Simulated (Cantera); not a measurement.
A freely propagating, adiabatic, planar premixed flame of 29.6 % H₂, 14.8 % O₂, 55.6 % N₂, equivalence ratio 1.0, unburnt at 450 K and 1.50 bar; multicomponent+Soret transport, grid criteria slope 0.08 and curve 0.16, no radiation.

Computed with Cantera and the H2/O2 subset of GRI-Mech 3.0, which has no nitrogen chemistry. Burning velocities carry a grid error of a few per cent, more on coarse grids.

Task: Predict: laminar burning velocity; thermal thickness; peak x(O); peak x(H); peak x(H₂O₂).

Result: 
```json
{
 "laminar_burning_velocity": "409 cm/s",
 "thermal_thickness": "0.239 mm",
 "peak x(O)": "0.0106",
 "peak x(H)": "0.0424",
 "peak x(H₂O₂)": "6.84e-5"
}
```
